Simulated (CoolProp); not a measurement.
Properties of fluoroethane (R161) at several states (Tc = 375.2 K, pc = 5.010 MPa, ω = 0.216).

Model: reference Helmholtz-energy equation of state, Wu 2012, in CoolProp.

```csv
T (K),p (MPa),phase,Z,cp (kJ/(kg K)),cv (kJ/(kg K)),isothermal compressibility (1/MPa),expansivity (1/kK)
341.6,5,liquid,0.1367,2.589,1.572,0.01353,4.993
170.1,0.0161,liquid,0.0006047,1.989,1.431,0.0006827,1.424
424.1,5,gas,0.7349,2.231,1.597,0.2824,6.255
406.9,0.974,gas,0.9459,1.641,1.419,1.087,2.945
218.6,5,liquid,0.1563,1.915,1.356,0.001102,1.544
429,0.554,gas,0.9745,1.660,1.466,1.853,2.536
```
